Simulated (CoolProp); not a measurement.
Saturation properties of vinyl chloride (Tc = 151.9 °C, pc = 5600 kPa, ω = 0.160).

Computed with CoolProp (reference Helmholtz-energy equation of state, Thol 2022).

```
T (°C)  p (kPa)  liquid density (kg/m³)  vapour density (kg/m³)  enthalpy of vaporisation (kJ/kg)  liquid cp (kJ/(kg K))
------  -------  ----------------------  ----------------------  --------------------------------  ---------------------
-14.25    99.84                   970.8                   2.985                             355.6                  1.481
-10.05    118.3                   963.3                   3.494                             352.2                  1.484
-5.85     139.4                   955.8                   4.068                             348.8                  1.487
-1.55     163.8                   948.1                   4.726                             345.2                  1.492
2.65      190.7                   940.6                   5.446                             341.7                  1.497
6.95      221.6                   932.8                   6.266                             338.1                  1.502
11.15     255.4                   925.1                   7.154                             334.5                  1.508
15.35     293.0                   917.3                   8.135                             330.8                  1.515
```

It boils at -13.9 °C under 1 atm.
